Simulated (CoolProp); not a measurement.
The fluid at 298.15 K and 19.3 MPa is throttled through a valve to 4.4 MPa with no heat exchange. The same conditions are run with several fluids, on thermodynamics alone (safety and materials aside).

Values from CoolProp's reference Helmholtz-energy equation of state of each fluid (nitrous oxide: Lemmon 2006; benzene: Thol 2012; n-pentane: Thol 2019; ethanol: Schroeder 2014; n-perfluorohexane: Gao 2022).

Question: Rank nitrous oxide, benzene, n-pentane, ethanol, n-perfluorohexane by temperature change (K), highest first.

Answer: benzene (+6.4), n-pentane (+5.9), ethanol (+5.3), n-perfluorohexane (+4.7), nitrous oxide (-11.0)

| fluid | final phase | final density (kg/m³) |
|---|---|---|
| nitrous oxide | two-phase, vapour fraction 0.053 | 643 |
| benzene | liquid | 870 |
| n-pentane | liquid | 621 |
| ethanol | liquid | 784 |
| n-perfluorohexane | liquid | 1680 |
